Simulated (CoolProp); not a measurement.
Computed with CoolProp (reference Helmholtz-energy equation of state, de Reuck 1993).

**Question.** Give the vapour pressure (kPa), enthalpy of vaporisation (kJ/kg), surface tension (mN/m) of saturated methanol at -4.45, 50.75, 105.95 °C.

**Answer.** 
| T (°C) | p (kPa) | enthalpy of vaporisation (kJ/kg) | surface tension (mN/m) |
|---|---|---|---|
| -4.45 | 3.05 | 1210 | 24.7 |
| 50.75 | 57.5 | 1130 | 20.0 |
| 105.95 | 425 | 1010 | 15.0 |

Surface tension comes from a separate correlation (Mulero 2012).
